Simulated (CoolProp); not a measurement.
Saturation properties of ethylene (Tc = 9.2 °C, pc = 5.042 MPa, ω = 0.087).

Computed with CoolProp (reference Helmholtz-energy equation of state, Smukala 2000).

| T (°C) | p (MPa) | vapour Z | surface tension (mN/m) |
|---|---|---|---|
| -102.85 | 0.1069 | 0.9655 | 16.2 |
| -93.25 | 0.1809 | 0.9500 | ? |
| -83.65 | 0.2887 | 0.9306 | 13.0 |
| -74.05 | 0.4389 | ? | ? |
| -64.45 | 0.6405 | ? | ? |
| -54.85 | ? | ? | 8.41 |
| -45.25 | 1.236 | 0.8094 | 6.95 |
| -35.65 | 1.651 | 0.7662 | 5.54 |
| -26.05 | 2.157 | 0.7160 | ? |
| -16.45 | 2.767 | 0.6566 | 2.88 |

Task: Fill in the missing entries.

Result: 
- -93.25, surface tension (mN/m): 14.6
- -74.05, vapour Z: 0.9071
- -74.05, surface tension (mN/m): 11.4
- -64.45, vapour Z: 0.8793
- -64.45, surface tension (mN/m): 9.90
- -54.85, p (MPa): 0.9030
- -54.85, vapour Z: 0.8469
- -26.05, surface tension (mN/m): 4.18

It boils at -103.8 °C under 1 atm.

Surface tension comes from a separate correlation (Mulero 2012).
